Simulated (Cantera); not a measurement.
Gas mixture: 100 % NO, at 0.263 Torr, frozen composition.

Cantera's kinetic-theory transport with the Lennard-Jones parameters of GRI-Mech 3.0, ideal gas; thermal conductivity in the multicomponent form. The composition is frozen, though it would react at the higher temperatures.

One state of this run: ρ (kg/m³) = 0.000180; cp (J/kg/K) = 1067; μ (µPa s) = 34.0; λ (mW/m/K) = 51.2; Pr = 0.708; D (cm²/s) CH4 = 2790; D (cm²/s) C2H2 = 2120; D (cm²/s) NO = 514000. D: mixture-averaged diffusion coefficient of that species in the mixture.

Task: Which value of T (K) does it belong to?
A. 700
B. 1000
C. 400
D. 550

Result: A, 700
